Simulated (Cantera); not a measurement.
Charge: 1 mol BCl3, 40 mol N2, 25 mol NH3, at 1123.15 K and 0.0370 bar.

Equilibrium computed with Cantera from the NASA thermochemical tables; the gas is ideal and each condensed phase is pure. Candidate condensed phases: B, BN, NH4Cl; 21 gas species. Rates play no part.

Base state: N2 0.571, H2 0.396, HCl 0.0330 (mole fractions); condensed: BN(s).

**Question.** What changes in the equilibrium state with this change: NH3 from 25 to 2.2 mol?

**Answer.** 
| species | before | after |
|---|---|---|
| N2 | 0.571 | 0.894 |
| HCl | 0.0330 | 0.0661 |
| H2 | 0.396 | 0.0396 |
| BN(s), mol | 1.00 | 1.000 |
